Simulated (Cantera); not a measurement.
Feed: 1 mol Ta₂O₅, 1.1 mol CH₄, 0.19 mol CO.

Equilibrium computed with Cantera from the NASA thermochemical tables; the gas is ideal and each condensed phase is pure. Candidate condensed phases: C, C₆H₆, C₇H₈, C₈H₁₈, H₂O, Ta, TaC, Ta₂O₅; 113 gas species. Mutual solubility and eutectic melting of coexisting phases are not modelled. TaC: taken at fixed stoichiometry. Condensed phases not in the tables: Ta₂C, N, O or C dissolved in the metal. Rates play no part.

Question: What condenses at these points (T in K, P in Pa): (2050, 270); (2350, 10); (2350, 1000000); (1150, 190000); (1900, 270); (1450, 190000); (1450, 52)?

Answer: 
| T (K) | P in Pa | condensed phases | Ta condensed (%) |
|---|---|---|---|
| 2050 | 270 | Ta + Ta₂O₅ | 99.8 |
| 2350 | 10 | gas only | 0.0 |
| 2350 | 1000000 | TaC + Ta₂O₅ | 100.0 |
| 1150 | 190000 | C + Ta₂O₅ | 100.0 |
| 1900 | 270 | Ta + TaC + Ta₂O₅ | 100.0 |
| 1450 | 190000 | TaC + Ta₂O₅ | 100.0 |
| 1450 | 52 | TaC + Ta₂O₅ | 100.0 |
